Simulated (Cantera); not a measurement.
# Catalytic combustion on Pt

An isothermal plug-flow reactor at 498 K and 338 Torr (inlet), inlet velocity 1.2 m/s, active area per volume 4000 1/m; feed H2 : O2 : N2 : H2O = 0.0023 : 0.029 : 0.79 : 0.0087 (molar parts), equivalence ratio 0.040.

Computed with Cantera and Deutschmann's 1995 Pt surface mechanism with GRI-Mech 3.0 gas chemistry. Catalytic surfaces can have several steady states; this one follows from the mechanism file's or the stated starting coverage. Mass transfer to the wall is taken as infinitely fast.

| z (m) | x H2 | x O2 | x H2O | θ free Pt | θ O* | θ OH* |
|---|---|---|---|---|---|---|
| 7.1e-05 | 0.00159 | 0.0344 | 0.0117 | 0.0675 | 0.908 | 0.0241 |
| 0.00014 | 0.00112 | 0.0341 | 0.0121 | 0.0479 | 0.931 | 0.0208 |
| 0.00026 | 0.000737 | 0.0340 | 0.0125 | 0.0317 | 0.951 | 0.0173 |
| 0.00051 | 0.000430 | 0.0338 | 0.0128 | 0.0186 | 0.968 | 0.0135 |
| 0.00098 | 0.000241 | 0.0337 | 0.0130 | 0.0104 | 0.979 | 0.0102 |
| 0.0019 | 0.000129 | 0.0337 | 0.0131 | 0.00561 | 0.987 | 0.00752 |
| 0.0037 | 6.77e-5 | 0.0336 | 0.0132 | 0.00294 | 0.992 | 0.00547 |
| 0.0071 | 3.56e-5 | 0.0336 | 0.0132 | 0.00155 | 0.994 | 0.00398 |
x: gas mole fraction; θ: surface coverage.
